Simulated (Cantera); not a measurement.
## Calcination and drying: MgSO4 + H2

A closed system holds: 1 mol MgSO4, 0.065 mol H2, equilibrated at 11.0 Pa.

Cantera equilibrium calculation (NASA polynomials, part measured and part estimated; ideal gas, pure solids and liquids). Candidate condensed phases: H2O, H2SO4, Mg, MgO, Mg(OH)2, MgS, MgSO4, S; 26 gas species. The numbers say what is thermodynamically allowed, not how fast it happens.

```json
[
 {"T (K)": "1300", "x SO2": "0.652", "x O2": "0.305", "x H2O": "0.0424", "x O": "9.31e-6", "x SO": "9.53e-7", "x OH": "7.32e-5", "n MgO(s)": "1.00"},
 {"T (K)": "1400", "x SO2": "0.652", "x O2": "0.305", "x H2O": "0.0423", "x O": "4.98e-5", "x SO": "7.02e-6", "x OH": "0.000215", "n MgO(s)": "1.00"},
 {"T (K)": "1500", "x SO2": "0.652", "x O2": "0.305", "x H2O": "0.0421", "x O": "0.000213", "x SO": "3.96e-5", "x OH": "0.000544", "n MgO(s)": "1.00"},
 {"T (K)": "1600", "x SO2": "0.652", "x O2": "0.304", "x H2O": "0.0417", "x O": "0.000763", "x SO": "0.000180", "x OH": "0.00122", "n MgO(s)": "1.00"},
 {"T (K)": "1700", "x SO2": "0.650", "x O2": "0.303", "x H2O": "0.0408", "x O": "0.00235", "x SO": "0.000682", "x OH": "0.00249", "n MgO(s)": "1.000"},
 {"T (K)": "1800", "x SO2": "0.646", "x O2": "0.300", "x H2O": "0.0392", "x O": "0.00636", "x SO": "0.00223", "x OH": "0.00461", "n MgO(s)": "1.000"},
 {"T (K)": "1900", "x SO2": "0.636", "x O2": "0.295", "x H2O": "0.0359", "x O": "0.0154", "x SO": "0.00638", "x OH": "0.00779", "n MgO(s)": "0.999"},
 {"T (K)": "2000", "x SO2": "0.607", "x O2": "0.286", "x H2O": "0.0300", "x O": "0.0341", "x SO": "0.0161", "x OH": "0.0118", "n MgO(s)": "0.988"}
]
```
x: gas mole fraction; n: condensed amount in mol.

From 1300 K to 2000 K the condensed part is MgO(s).
